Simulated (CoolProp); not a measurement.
A simple Rankine cycle with isohexane: condensing at 328.15 K, boiler at 0.497 MPa, turbine inlet 433.7 K, turbine efficiency 0.65, pump efficiency 0.6, no recuperator. Each further row changes one setting.

The numbers come from the reference Helmholtz-energy equation of state, Lemmon 2006 in CoolProp. It is a short technical equation, of lower accuracy than the large ones.

| case | thermal efficiency (%) | net work (kJ/kg) | heat in (kJ/kg) | turbine exit temperature (K) | volume ratio over the turbine |
|---|---|---|---|---|---|
| as stated | 8.0 | 42.4 | 532 | … | … |
| turbine inlet 453.7 K | 7.7 | 44.9 | 580 | 429.3 | 5.90 |
| condensing temperature 320.15 K | 8.9 | 49.0 | 551 | 405.5 | … |
| boiler pressure 0.348 MPa | … | 34.8 | … | 414.6 | … |
| turbine efficiency 0.55 | … | 35.7 | 532 | 411.9 | 6.01 |

Problem. Complete the blanks.

Solution. 
- as stated, turbine exit temperature (K): 408.9
- as stated, volume ratio over the turbine: 5.96
- condensing temperature 320.15 K, volume ratio over the turbine: 7.79
- boiler pressure 0.348 MPa, thermal efficiency (%): 6.5
- boiler pressure 0.348 MPa, heat in (kJ/kg): 537
- boiler pressure 0.348 MPa, volume ratio over the turbine: 4.09
- turbine efficiency 0.55, thermal efficiency (%): 6.7
